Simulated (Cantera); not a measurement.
## Metals in furnace atmospheres: Cu + CO₂ + H₂

A closed system holds: 1 mol Cu, 0.65 mol CO₂, 54 mol H₂, equilibrated at 101000 Pa.

These are equilibrium values from Cantera (NASA tables, ideal gas, pure condensed phases), not measurements of a reactor. Candidate condensed phases: C, C₆H₆, C₇H₈, C₈H₁₈, Cu, CuO, Cu(OH)₂, Cu₂O, H₂O; 113 gas species. Equilibrium is a limit: real reactors are often held back by kinetics, nucleation or transport.

At 1273 K the condensed part is Cu(s). From 1373 K to 1873 K the condensed part is Cu(l). The main Cu-bearing gas is Cu throughout.

```
T (K)   x H₂   x H₂O    x CO      x Cu  n Cu(s)  n Cu(l)
-----  -----  ------  ------  --------  -------  -------
1273   0.976  0.0119  0.0117   8.14e-8    1.000        0
1373   0.976  0.0118  0.0118   7.80e-7        0    1.000
1473   0.976  0.0118  0.0118   5.11e-6        0    1.000
1573   0.976  0.0118  0.0118   2.62e-5        0    0.999
1673   0.976  0.0118  0.0118  0.000110        0    0.994
1773   0.976  0.0118  0.0118  0.000389        0    0.979
1873   0.974  0.0118  0.0118   0.00120        0    0.934
```
x: gas mole fraction; n: condensed amount in mol.
